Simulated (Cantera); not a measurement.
## Silicon nitride deposition: SiH₄ + N₂ + H₂

A closed system holds: 1 mol SiH₄, a varied amount of N₂, 2.4 mol H₂, held at 1825 K and 0.0520 bar.

Method: chemical equilibrium by Gibbs-energy minimisation in Cantera with the NASA 1993 tables (ideal gas, pure condensed phases). Candidate condensed phases: Si, Si₃N₄; 18 gas species. Mutual solubility and eutectic melting of coexisting phases are not modelled. Gases not in the tables: Si₂H₆ and higher silanes. Rates play no part.

```
n(N₂) (mol)   x H₂    x N₂       x H     x Si   x SiH₂    x SiH  n Si(l)  n Si₃N₄(s)
-----------  -----  ------  --------  -------  -------  -------  -------  ----------
0.4          0.915  0.0832   0.00185  8.75e-5  3.26e-5  2.03e-5    0.999           0
0.57         0.883   0.115   0.00182  8.75e-5  3.15e-5  1.99e-5    0.999           0
0.79         0.846   0.152   0.00178  8.75e-5  3.01e-5  1.95e-5    0.999           0
1.1          0.798   0.200   0.00173  8.75e-5  2.84e-5  1.89e-5    0.999           0
1.6          0.745   0.253   0.00167  8.75e-5  2.65e-5  1.83e-5    0.839      0.0533
2.2          0.740   0.258   0.00166  8.63e-5  2.60e-5  1.80e-5        0       0.333
3.1          0.643   0.356   0.00155  6.97e-5  1.82e-5  1.35e-5        0       0.333
4.3          0.547   0.452   0.00143  5.94e-5  1.32e-5  1.06e-5        0       0.333
6.1          0.446   0.552   0.00129  5.20e-5  9.45e-6  8.42e-6        0       0.333
8.5          0.359   0.640   0.00116  4.71e-5  6.89e-6  6.84e-6        0       0.333
12           0.279   0.720   0.00102  4.36e-5  4.95e-6  5.58e-6        0       0.333
17           0.212   0.787  0.000889  4.10e-5  3.54e-6  4.58e-6        0       0.333
```
x: gas mole fraction; n: condensed amount in mol.

From 0.4 mol N₂ to 1.1 mol N₂ the condensed part is Si(l). At 1.6 mol N₂ the condensed part is Si(l) + Si₃N₄(s). From 2.2 mol N₂ to 17 mol N₂ the condensed part is Si₃N₄(s). The main Si-bearing gas is Si throughout.
